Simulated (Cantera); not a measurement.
Input: 1 mol Fe(CO)5, 0.24 mol CO, 5.2 mol N2, 1.1 mol H2, at 10.0 mbar.

Points: T (K) = 923, 973, 1023, 1073, 1123, 1173, 1223, 1273.

Cantera's Mixture.equilibrate('TP', solver="vcs", rtol=1e-11, max_steps=5000) on the NASA tables stopped like this:

```
ERROR: FAILURE its = 5001!

*******************************************************************************
CanteraError thrown by MultiPhase::equilibrate:
VCS solver failed. Return code: -1
*******************************************************************************
```

### Question
What got this run through?

### Answer
Several could match; the one computed here: The failure is numerical, not chemical. The same input converged with solver="gibbs", rtol=1e-10, max_steps=50000, and the result passed a check of the equilibrium conditions:
```
T = 923 K  P = 1000 Pa  gas = 11.46 mol
   x: N2 4.537e-01  CO 4.441e-01  H2 9.528e-02  CO2 6.222e-03  H2O 6.535e-04
   condensed (mol): C(gr) 0.07856  Fe(a) 1
T = 973 K  P = 1000 Pa  gas = 11.51 mol
   x: N2 4.517e-01  CO 4.508e-01  H2 9.525e-02  CO2 2.038e-03  H2O 2.671e-04
   condensed (mol): C(gr) 0.0264  Fe(a) 1
T = 1023 K  P = 1000 Pa  gas = 11.53 mol
   x: CO 4.529e-01  N2 4.510e-01  H2 9.527e-02  CO2 7.337e-04  H2O 1.181e-04
   condensed (mol): C(gr) 0.009725  Fe(a) 1
T = 1073 K  P = 1000 Pa  gas = 11.54 mol
   x: CO 4.536e-01  N2 4.508e-01  H2 9.529e-02  CO2 2.897e-04
   condensed (mol): C(gr) 0.003905  Fe(a) 1
T = 1123 K  P = 1000 Pa  gas = 11.54 mol
   x: CO 4.539e-01  N2 4.507e-01  H2 9.530e-02  CO2 1.244e-04
   condensed (mol): C(gr) 0.001662  Fe(a) 1
T = 1173 K  P = 1000 Pa  gas = 11.54 mol
   x: CO 4.540e-01  N2 4.506e-01  H2 9.530e-02
   condensed (mol): C(gr) 0.0006883  Fe(a) 1
T = 1223 K  P = 1000 Pa  gas = 11.54 mol
   x: CO 4.540e-01  N2 4.506e-01  H2 9.530e-02
   condensed (mol): C(gr) 0.0001831  Fe(c) 1
T = 1273 K  P = 1000 Pa  gas = 11.54 mol
   x: CO 4.540e-01  N2 4.506e-01  H2 9.530e-02
   condensed (mol): Fe(c) 1
```

The gas is ideal and each condensed phase is pure. Condensed phases not in the tables: cementite and carbon dissolved in iron.
